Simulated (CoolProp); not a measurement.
Computed with CoolProp (reference Helmholtz-energy equation of state, Rui 2013).

For R236EA, give the phase and the cp (kJ/(kg K)), speed of sound (m/s), Joule-Thomson coefficient (K/MPa), Prandtl number at 80.05 °C and 1.01 bar.


- 80.05 °C and 1.01 bar: gas; cp 0.941, speed of sound 141, Joule-Thomson coefficient 13.5, Prandtl number 0.660

Viscosity comes from a separate model (Huber 2003), an estimate that may be off by 10 % or more. Thermal conductivity comes from a separate model (Huber 2003), an estimate that may be off by 10 % or more.
